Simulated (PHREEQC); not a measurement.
Solution (25 °C): 0.0017 mol/kgw PbCl2, 0.053 mol/kgw HNO3 and 0.0045 mol/kgw Pb(NO3)2. Closed to the air; pH follows from the charge balance.

Computed with PHREEQC (ion-association model, phreeqc.dat).

This is a speciation only: nothing precipitates in the calculation.

Question: Predict the pH, density.

Answer: pH 1.35; density 1.001 g/cm³.

Question: In which forms is N present?

Answer: NO3- 97 %, PbNO3+ 2.6 % of the N.
